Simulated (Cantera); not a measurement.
Input: 1 mol MgO, 11 mol CO, 16 mol H2, equilibrated at 10.0 Torr.

Cantera equilibrium calculation (NASA polynomials, part measured and part estimated; ideal gas, pure solids and liquids). Candidate condensed phases: C, C6H6, C7H8, C8H18, H2O, Mg, MgCO3, MgO, Mg(OH)2; 116 gas species. Rates play no part.

At 875 °C, list the 4 most abundant gas species with their mole fractions, and the condensed phases.

H2 0.592, CO 0.407, H2O 0.000155, CH4 0.000111. Condensed: C(graphite) + MgO(s).
